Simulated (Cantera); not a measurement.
## Transport properties of process gases

Gas mixture: N₂ : O₂ = 0.72 : 0.79 (molar parts), at 1330 Pa, frozen composition.

Cantera's kinetic-theory transport with the Lennard-Jones parameters of GRI-Mech 3.0, ideal gas; thermal conductivity in the mixture-averaged form.

```tsv
T (K)	ρ (kg/m³)	cp (J/kg/K)	μ (µPa s)	λ (mW/m/K)	Pr	D (cm²/s) H	D (cm²/s) O	D (cm²/s) CH₃
400	0.0121	988.1	24.1	33.3	0.713	158	40.9	28.6
500	0.00965	1010	28.2	40.1	0.709	233	59.9	42.2
600	0.00804	1034	31.9	46.7	0.707	319	81.6	57.7
700	0.00689	1060	35.4	53.1	0.707	414	106	75.0
800	0.00603	1084	38.7	59.3	0.708	519	132	94.0
900	0.00536	1106	41.9	65.3	0.709	633	161	115
```
D: mixture-averaged diffusion coefficient of that species in the mixture.
